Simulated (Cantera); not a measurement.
Source: NASA polynomial tables (part measured, part estimated), evaluated in Cantera. Values are per mole of reaction as written; species without (g) are pure solids or liquids, kept so even where they would boil at 1 bar.

Problem. Between 300 and 2273 K, where is each reaction favourable under standard conditions?
- 2 Al + 6 HCl(g) ⇌ 2 AlCl₃(g) + 3 H₂(g)
- 3 AlCl(g) ⇌ 2 Al(g) + AlCl₃(g)

Solution. 
- 2 Al + 6 HCl(g) ⇌ 2 AlCl₃(g) + 3 H₂(g): ΔG° is -568 kJ at 300 K and -247 kJ at 2273 K; it stays negative (K > 1). ΔH° is -638 kJ and ΔS° -172 J/K at 2273 K.
- 3 AlCl(g) ⇌ 2 Al(g) + AlCl₃(g): ΔG° is 241 kJ at 300 K and 292 kJ at 2273 K; it stays positive (K < 1). ΔH° is 250 kJ and ΔS° -19 J/K at 2273 K.
